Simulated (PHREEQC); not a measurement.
# Hard or scaling water: an equilibrium model

Solution (85 °C): 7.2e-05 mol CaCl2, 0.00062 mol NaHCO3 and 1.2e-07 mol H4SiO4 per kg of water. Closed to the air; pH follows from the charge balance.

Equilibrium calculation in PHREEQC: ion-association model, phreeqc.dat.

- pH = 7.75
- ionic strength = 0.000833 mol/kgw
- specific conductance = 209 µS/cm
- total alkalinity = 0.620 meq/kg

| species | molality | activity | log γ |
|---|---|---|---|
| Na+ | 0.000620 | 0.000597 | -0.016 |
| HCO3- | 0.000592 | 0.000570 | -0.016 |
| Cl- | 0.000144 | 0.000139 | -0.016 |
| Ca+2 | 6.99e-5 | 6.04e-5 | -0.063 |
| CO2 | 2.31e-5 | 2.31e-5 | 0.000 |
| OH- | 1.86e-5 | 1.80e-5 | -0.016 |
| CO3-2 | 2.75e-6 | 2.38e-6 | -0.063 |

Precipitation was switched off in this run. At this temperature some constants are extrapolated from 25 °C, and those without enthalpy data are left unchanged.
